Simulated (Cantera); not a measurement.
Input: 1 mol SiCl4, 46 mol NH3, at 1523.15 K and 2.20 mbar.

Equilibrium computed with Cantera from the NASA thermochemical tables; the gas is ideal and each condensed phase is pure. Candidate condensed phases: NH4Cl, Si, Si3N4; 28 gas species. Equilibrium is a limit: real reactors are often held back by kinetics, nucleation or transport.

Base state: H2 0.718, N2 0.240, HCl 0.0390, SiCl2 0.00187, H 0.000418, Cl 1.82e-5 (mole fractions); condensed: Si3N4(s).

### Question
What changes in the equilibrium state with this change: NH3 from 46 to 35 mol?

### Answer
```csv
species,before,after
H2,0.718,0.709
N2,0.240,0.238
HCl,0.0390,0.0497
SiCl2,0.00187,0.00310
SiCl3,8.68e-6,1.84e-5
Cl,1.82e-5,2.34e-5
H,0.000418,0.000416
"Si3N4(s), mol",0.275,0.259
```
The tables' values for SiCl3 are old estimates; treat these amounts as uncertain.

### Question
What changes in the equilibrium state with this change: temperature from 1523.15 K to 850 K?

### Answer
```json
[
 {"species": "H2", "before": "0.718", "after": "0.718"},
 {"species": "N2", "before": "0.240", "after": "0.239"},
 {"species": "HCl", "before": "0.0390", "after": "0.0429"},
 {"species": "SiCl2", "before": "0.00187", "after": "<1e-9"},
 {"species": "H", "before": "0.000418", "after": "<1e-9"},
 {"species": "Cl", "before": "1.82e-5", "after": "<1e-9"},
 {"species": "Si3N4(s), mol", "before": "0.275", "after": "0.333"}
]
```
